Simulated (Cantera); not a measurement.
Input (Python, Cantera) and output of one run.

```python
import numpy as np
import cantera as ct

gas_names = """
    CL CL2 H HCL H2 N NH NH2 NH3 N2 N2H2 N2H4 Si SiCL SiCL2 SiCL3 SiCL4 SiH SiHCL3 SiH2 SiH2CL2 SiH3
    SiH3CL SiH4 SiN Si2 Si2N Si3
""".split()
cond_names = """
    NH4CL(a) NH4CL(b) Si(cr) Si(L) Si3N4(a)
""".split()


# ... load() reads the species with a 1 bar reference pressure and builds the phases ...
atoms = {
    'SiHCl3': {'Si': 1, 'H': 1, 'CL': 3},
    'N2': {'N': 2},
}
top_T = {'Si3N4(a)': 2400}  # K; cautious upper limits of use, not melting points


# ... equilibrate(T, P, feed) seeds the gas with the atoms and calls Mixture.equilibrate('TP', solver="vcs", rtol=1e-11, max_steps=5000) ...
results = []
feed = {'SiHCl3': 1, 'N2': 79}  # mol
T = 1423  # K
P = 7500  # Pa
mix = equilibrate(T, P, feed)
results.append((T, P, feed, dict(zip(mix.species_names, mix.species_moles))))
print(gas.report(threshold=0.001))
for i in range(1, mix.n_phases):
    print(f"{mix.phase(i).name:16s} {mix.phase_moles(i):12.5e} mol")
```

Output:

```
       temperature   1423 K
          pressure   7500 Pa
           density   0.018392 kg/m^3
  mean mol. weight   29.014 kg/kmol
   phase of matter   gas

                          1 kg             1 kmol
                     ---------------   ---------------
          enthalpy        1.0824e+06        3.1404e+07  J
   internal energy        6.7461e+05        1.9573e+07  J
           entropy            9103.6        2.6413e+05  J/K
    Gibbs function       -1.1872e+07       -3.4445e+08  J
 heat capacity c_p            1203.7             34923  J/K
 heat capacity c_v             917.1             26608  J/K

                      mass frac. Y      mole frac. X     chem. pot. / RT
                     ---------------   ---------------   ---------------
               HCL          0.014548          0.011578           -40.097
                N2           0.94617           0.97994           -28.462
             SiCL2         0.0083167         0.0024377           -61.812
             SiCL3         0.0072967         0.0015748           -87.508
             SiCL4          0.023569         0.0040252            -113.2
     [  +23 minor]         9.694e-05        0.00044897

Si(cr)            0.00000e+00 mol
Si3N4(a)          1.17675e-01 mol
```

Equilibrium computed with Cantera from the NASA thermochemical tables; the gas is ideal and each condensed phase is pure. N2 is the only nitrogen source here; it is nearly inert below about 1500 K, so the nitride shown seldom forms there in practice. The tables' values for SiCl3 are old estimates; treat these amounts as uncertain.
